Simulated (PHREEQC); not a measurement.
Dissolve 21 mmol/kgw CuCl2 and 19 mmol/kgw H2SO4 at 20 °C. Closed to the air; pH follows from the charge balance.

The numbers come from PHREEQC with the ion-association model, wateq4f.dat.

| Property | Value |
|---|---|
| pH | 1.60 |
| ionic strength | 0.0877 mol/kgw |
| total alkalinity | -38.0 meq/kg |

| species | molality | activity | log γ |
|---|---|---|---|
| Cl- | 0.0414 | 0.0321 | -0.110 |
| H+ | 0.0301 | 0.0250 | -0.080 |
| Cu+2 | 0.0166 | 0.00693 | -0.379 |
| HSO4- | 0.00792 | 0.00623 | -0.104 |
| SO4-2 | 0.00727 | 0.00285 | -0.407 |
| CuSO4 | 0.00381 | 0.00389 | 0.009 |
| CuCl+ | 0.000598 | 0.000467 | -0.108 |
| CuCl2 | 7.46e-6 | 7.61e-6 | 0.009 |
| CuOH+ | 3.55e-9 | 2.76e-9 | -0.108 |
| CuCl3- | 1.02e-9 | 7.92e-10 | -0.108 |

No solid was allowed to form. Complexes and solids missing from the database can't appear.
